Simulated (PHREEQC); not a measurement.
Make-up at 25 °C: 0.024 mol NH4HS per kg of water. Closed to the air; pH follows from the charge balance.

The numbers come from PHREEQC with the ion-association model, wateq4f.dat.

| quantity | before | after |
|---|---|---|
| pH | 8.09 | 8.09 |
| NH3 (mol/kgw) | 0.00137 | 0.000295 |

Problem. Name the change that produced these shifts.
A) 0.0022 mol/kgw Na3PO4 added
B) NH4HS replaced by NH4Br at the same molality
C) diluted 100-fold with water
D) 0.00027 mol/kgw HBr added
E) diluted 5-fold with water

Solution. E, diluted 5-fold with water

No solid was allowed to form.
